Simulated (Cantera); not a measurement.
Input: 1 mol SO₂, 1.6 mol O₂, at 13.3 mbar.

These are equilibrium values from Cantera (NASA tables, ideal gas, pure condensed phases), not measurements of a reactor. Candidate condensed phases: S; 10 gas species. Equilibrium is a limit: real reactors are often held back by kinetics, nucleation or transport.

x: gas mole fraction; nothing condenses.

```csv
T (°C),x O₂,x SO₂,x O,x SO,x SO₃,x S,x S₂
1075,0.615,0.382,2.77e-6,…,0.00308,<1e-12,<1e-12
1150,0.615,0.383,9.15e-6,…,0.00196,<1e-12,<1e-12
1225,0.615,0.384,2.68e-5,…,0.00131,2.99e-12,<1e-12
1300,0.615,0.384,7.09e-5,…,0.000911,2.74e-11,<1e-12
1375,0.615,0.384,0.000172,…,0.000655,2.05e-10,<1e-12
1450,0.615,0.384,0.000386,…,0.000485,1.29e-9,<1e-12
1525,0.615,0.384,0.000811,…,0.000368,6.95e-9,1.20e-12
1600,0.614,0.384,0.00160,…,0.000286,3.27e-8,8.34e-12
1675,0.613,0.383,0.00301,…,0.000226,1.37e-7,4.97e-11
1750,0.611,0.383,0.00539,…,0.000182,5.15e-7,2.60e-10
1825,0.608,0.381,0.00926,…,0.000148,1.76e-6,1.21e-9
1900,0.604,0.378,0.0153,…,0.000122,5.55e-6,5.04e-9
1975,0.597,0.374,0.0244,…,0.000101,1.62e-5,1.91e-8
2050,0.586,0.368,0.0376,…,8.42e-5,4.40e-5,6.66e-8
```

Q: What belongs in the gaps?

A: 
- 1075, x SO: 9.66e-8
- 1150, x SO: 4.01e-7
- 1225, x SO: 1.44e-6
- 1300, x SO: 4.58e-6
- 1375, x SO: 1.31e-5
- 1450, x SO: 3.41e-5
- 1525, x SO: 8.22e-5
- 1600, x SO: 0.000184
- 1675, x SO: 0.000388
- 1750, x SO: 0.000773
- 1825, x SO: 0.00147
- 1900, x SO: 0.00265
- 1975, x SO: 0.00460
- 2050, x SO: 0.00768
